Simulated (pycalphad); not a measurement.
Phase fractions of Al-10.75Fe-0.3244Si (wt.%)

Source of the numbers: pycalphad with the COST 507 light-alloy database (1999); pressure 1 atm. These are 1990s assessments: newer ones move some temperatures and phases. Phase fractions are per mole of atoms.

```json
[
 {"T (°C)": "937", "liquid": "1.000", "AL13FE4": "-", "fcc": "-", "ALFESI_ALPHA": "-"},
 {"T (°C)": "857", "liquid": "0.936", "AL13FE4": "0.064", "fcc": "-", "ALFESI_ALPHA": "-"},
 {"T (°C)": "777", "liquid": "0.861", "AL13FE4": "0.139", "fcc": "-", "ALFESI_ALPHA": "-"},
 {"T (°C)": "697", "liquid": "0.815", "AL13FE4": "0.185", "fcc": "-", "ALFESI_ALPHA": "-"},
 {"T (°C)": "617", "liquid": "-", "AL13FE4": "0.230", "fcc": "0.768", "ALFESI_ALPHA": "0.002"},
 {"T (°C)": "537", "liquid": "-", "AL13FE4": "0.211", "fcc": "0.763", "ALFESI_ALPHA": "0.026"},
 {"T (°C)": "457", "liquid": "-", "AL13FE4": "0.202", "fcc": "0.760", "ALFESI_ALPHA": "0.038"},
 {"T (°C)": "377", "liquid": "-", "AL13FE4": "0.198", "fcc": "0.758", "ALFESI_ALPHA": "0.043"},
 {"T (°C)": "297", "liquid": "-", "AL13FE4": "0.197", "fcc": "0.758", "ALFESI_ALPHA": "0.045"}
]
```

Database names, with the compositions (at.%) that they take in these runs: AL13FE4: Al 76 Fe 24; ALFESI_ALPHA: Al 74 Fe 19 Si 7.
